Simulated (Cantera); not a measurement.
**Equilibrium for carbon deposition, reforming and gasification: C₆H₆ + O₂**

A closed system holds: 1 mol C₆H₆, 0.046 mol O₂, at 1673 K.

Cantera equilibrium calculation (NASA polynomials, part measured and part estimated; ideal gas, pure solids and liquids). Candidate condensed phases: C, C₆H₆, C₇H₈, C₈H₁₈, H₂O; 110 gas species. The ideal-gas law is rough above about 30 bar. Rates play no part.

From 10.0 Pa to 100 bar the condensed part is C(graphite). The main C-bearing gas is CO at 10.0 Pa and CH₄ at 100 bar.

```
P (Pa)     x H₂     x CH₄    x CO       x H  n C(graphite)
--------  -----  --------  ------  --------  -------------
10        0.959   1.12e-7  0.0296    0.0112           5.91
72        0.966   8.16e-7  0.0297   0.00417           5.91
520       0.969   5.92e-6  0.0297   0.00155           5.91
3700      0.970   4.22e-5  0.0297  0.000583           5.91
27000     0.970  0.000308  0.0298  0.000216           5.91
190000    0.968   0.00216  0.0298   8.13e-5           5.90
1400000   0.954    0.0155  0.0300   2.97e-5           5.86
10000000  0.874    0.0928  0.0310   1.06e-5           5.65
```
x: gas mole fraction; n: condensed amount in mol.
